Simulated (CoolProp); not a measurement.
Vapour-liquid equilibrium of n-octane (1) + n-dodecane (2) at 3.06 kPa; x and y are mole fractions of (1).

Computed with CoolProp (multi-fluid Helmholtz-energy mixture model, Beckmüller 2019 and Lemmon 2004; pair parameters Bell 2016).

Q: Give the bubble temperature and the first vapour's composition at x = 0.425, 0.575, 0.65. Is there an azeotrope?

A: x = 0.425: 325.0 K, y = 0.975; x = 0.575: 318.4 K, y = 0.989; x = 0.65: 315.8 K, y = 0.992. No azeotrope shows between x = 0.05 and 0.95.

Pair parameters are fitted to limited data, so mixtures are less certain than the pure fluids.
